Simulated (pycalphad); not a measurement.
CALPHAD calculation (pycalphad, COST 507 light-alloy database (1999)), 1 atm. The database dates from 1999; later assessments differ in places, in temperatures and in the compounds included. Diffusion is slow at the low end, where real alloys seldom reach equilibrium.

Molar enthalpy of Cu-40.1Si (at.%) in equilibrium (SER reference):

| T (K) | H (kJ/mol) | phases |
|---|---|---|
| 2350 | 73.75 | liquid |
| 2200 | 69.30 | liquid |
| 2050 | 64.84 | liquid |
| 1900 | 60.39 | liquid |
| 1750 | 55.93 | liquid |
| 1600 | 51.47 | liquid |
| 1450 | 47.00 | liquid |
| 1375 | 44.77 | liquid |
| 1300 | 42.55 | liquid |
| 1150 | 33.99 | liquid + diamond (Si) |
| 1000 | 19.95 | CU19SI6_ETA + diamond (Si) |
| 925 | 17.88 | CU19SI6_ETA + diamond (Si) |
| 850 | 15.85 | CU19SI6_ETA + diamond (Si) |
| 700 | 11.85 | CU19SI6_ETA + diamond (Si) |
| 550 | 7.98 | CU19SI6_ETA + diamond (Si) |

Cooling from 1300 K to 1000 K, across the freezing range, releases 22.6 kJ/mol, or 458 J/g. The slope is 30 J/(mol K) in the liquid and 27 J/(mol K) just below the solidus, where it includes any heat of precipitation. Liquidus 1236 K, solidus 1074 K. Changes were sought between steps of 75 K, so a narrower field can be missed.

Database names, with the compositions (at.%) that they take in these runs: CU19SI6_ETA: Cu 76 Si 24.
